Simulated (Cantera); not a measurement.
A perfectly stirred reactor is fed with 3.19 % CH4, 1.60 % C2H6, 15.1 % O2, 80.1 % N2, equivalence ratio 0.79, at 5700 Torr; it is adiabatic with a 675 K inlet, and is followed from long to short residence time, starting on the burning branch (τ in s: 0.065, 0.026, 0.011, 0.0044, 0.0018, 0.00072, 0.00029, 0.00012, 4.8e-05).

Cantera simulation using GRI-Mech 3.0 (53 species, 325 reactions); the numbers are that mechanism's predictions, not measurements.

x: mole fraction; the columns are a selection and need not sum to one.

```tsv
τ (s)	T (K)	x CH4	x C2H6	x O2	x C2H	x C2H4
0.065	1976	1.89e-6	…	0.0312	8.87e-10	4.74e-7
0.026	1974	3.99e-6	…	0.0313	2.02e-9	1.07e-6
0.011	1971	7.50e-6	…	0.0314	4.14e-9	2.19e-6
0.0044	1965	1.41e-5	…	0.0316	8.25e-9	4.40e-6
0.0018	1955	2.58e-5	…	0.0321	1.49e-8	8.16e-6
0.00072	1939	4.86e-5	…	0.0329	2.48e-8	1.45e-5
0.00029	1911	9.55e-5	…	0.0343	3.69e-8	2.43e-5
0.00012	1867	0.000205	…	0.0370	4.81e-8	4.05e-5
4.8e-5	1757	0.000787	…	0.0454	5.51e-8	0.000118
```

Task: What belongs in the gaps?

Result: 
- 0.065, x C2H6: 1.41e-7
- 0.026, x C2H6: 3.23e-7
- 0.011, x C2H6: 6.71e-7
- 0.0044, x C2H6: 1.40e-6
- 0.0018, x C2H6: 2.80e-6
- 0.00072, x C2H6: 5.62e-6
- 0.00029, x C2H6: 1.14e-5
- 0.00012, x C2H6: 2.45e-5
- 4.8e-5, x C2H6: 8.96e-5
